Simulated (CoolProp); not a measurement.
Saturation properties of tetrahydrofuran (Tc = 267.0 °C, pc = 5.304 MPa, ω = 0.234).

Values from CoolProp's reference Helmholtz-energy equation of state, Fiedler 2023.

```tsv
T (°C)	p (MPa)	liquid density (kg/m³)	enthalpy of vaporisation (kJ/kg)
123.85	0.4856	764.5	368.8
126.45	0.5148	761.0	366.4
129.15	0.5465	757.4	363.8
131.85	0.5797	753.8	361.3
134.45	0.6130	750.3	358.7
137.15	0.6491	746.6	356.1
139.85	0.6868	742.9	353.4
142.55	0.7261	739.1	350.7
145.15	0.7655	735.5	348.0
147.85	0.8080	731.6	345.2
150.55	0.8524	727.8	342.4
153.15	0.8967	724.0	339.6
155.85	0.9446	720.0	336.7
158.55	0.9943	716.1	333.7
```

It boils at 65.9 °C under 1 atm.
